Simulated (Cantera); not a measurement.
Feed: 1 mol CH2F2, at 4.73 Torr.

Cantera equilibrium calculation (NASA polynomials, part measured and part estimated; ideal gas, pure solids and liquids). Candidate condensed phases: C, C6H6, C7H8, C8H18; 110 gas species. Ions and electrons are included (thermal ionisation). Equilibrium is a limit: real reactors are often held back by kinetics, nucleation or transport. All values below are at 4750 K.

Base state: H 0.400, F 0.399, C 0.199, HF 0.000940, C2 0.000362, CF 0.000293, e- 0.000161, C+ 0.000148 (mole fractions); condensed: gas only.

Problem. What changes in the equilibrium state with this change: pressure from 4.73 Torr to 0.0278 Torr?

Solution. 
| species | before | after |
|---|---|---|
| F | 0.399 | 0.399 |
| H | 0.400 | 0.399 |
| C | 0.199 | 0.198 |
| C+ | 0.000148 | 0.00200 |
| e- | 0.000161 | 0.00201 |
| C2 | 0.000362 | 2.10e-6 |
| CF | 0.000293 | 1.71e-6 |
